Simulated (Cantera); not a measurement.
Feed: 1 mol CHF3, 9.5 mol H2, held at 1225 K and 0.00240 bar.

Equilibrium computed with Cantera from the NASA thermochemical tables; the gas is ideal and each condensed phase is pure. Candidate condensed phases: C, C6H6, C7H8, C8H18; 95 gas species. Rates play no part.

What is the equilibrium state?


```json
{
 "x(H2)": "0.739",
 "x(HF)": "0.261",
 "x(CH4)": "1.72e-5",
 "x(H)": "5.47e-6",
 "n(C(graphite))": "1.000 mol",
 "gas_amount": "11.50 mol"
}
```
